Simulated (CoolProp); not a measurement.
Vapour pressure (kPa) of propylene glycol: the reference equation beside estimates from Tc = 400.8 °C, pc = 7292 kPa, ω = 0.327. Clausius-Clapeyron is anchored at 256.55 °C with a constant enthalpy of vaporisation of 47.00 kJ/mol.

The numbers come from the reference Helmholtz-energy equation of state, Eisenbach 2021 in CoolProp.

| T (°C) | reference | Clausius-Clapeyron | van der Waals | Redlich-Kwong | Soave-Redlich-Kwong |
|---|---|---|---|---|---|
| 241.45 | 427.4 | 441.3 | 2244 | 1274 | 816.5 |
| 256.55 | 603.5 | 603.5 | 2573 | 1578 | 1068 |
| 271.55 | 831.8 | 809.7 | 2929 | (withheld) | 1371 |
| 286.65 | 1127 | 1071 | (withheld) | 2328 | 1737 |
| 301.65 | 1497 | 1394 | (withheld) | 2778 | 2170 |
| 316.75 | 1962 | (withheld) | 4183 | 3289 | 2680 |
| 331.75 | 2532 | (withheld) | 4661 | (withheld) | 3271 |
| 346.85 | (withheld) | 2856 | 5176 | 4485 | (withheld) |

Q: Fill in the missing entries.

A: 
- 271.55, Redlich-Kwong: 1927
- 286.65, van der Waals: 3317
- 301.65, van der Waals: 3733
- 316.75, Clausius-Clapeyron: 1794
- 331.75, Clausius-Clapeyron: 2275
- 331.75, Redlich-Kwong: 3854
- 346.85, reference: 3236
- 346.85, Soave-Redlich-Kwong: 3957

Absolute difference from the reference over all 8 rows, mean and median: Clausius-Clapeyron 6.0 and 5.9 %, van der Waals 200.6 and 171.8 %, Redlich-Kwong 105.2 and 96.1 %, Soave-Redlich-Kwong 52.5 and 49.5 %.
